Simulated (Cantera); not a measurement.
Feed: 1 mol FeS, 0.052 mol H2S, 0.061 mol H2O, at 3.40 bar.

Cantera equilibrium calculation (NASA polynomials, part measured and part estimated; ideal gas, pure solids and liquids). Candidate condensed phases: Fe, FeO, Fe(OH)2, Fe(OH)3, FeS, FeSO4, FeS2, Fe2O3, Fe2(SO4)3, Fe3O4, H2O, H2SO4, S; 22 gas species. FeS: taken at fixed stoichiometry. Gases not in the tables: S3 to S7. Kinetics and transport are ignored.

Q: Which condensed phases are stable at each of these points (T (K)): 750, 775, 800, 825, 850, 875, 900, 925, 950, 975?

A: 
```tsv
T (K)	condensed phases	Fe condensed (%)
750	FeS(s) + FeS2(s)	100.0
775	FeS(s) + FeS2(s)	100.0
800	FeS(s) + FeS2(s)	100.0
825	FeS(s) + FeS2(s)	100.0
850	FeS(s) + FeS2(s)	100.0
875	FeS(s) + FeS2(s)	100.0
900	FeS(s) + FeS2(s)	100.0
925	FeS(s)	100.0
950	FeS(s)	100.0
975	FeS(s)	100.0
```

From 750 K to 900 K the condensed part is FeS(s) + FeS2(s). From 925 K to 975 K the condensed part is FeS(s).
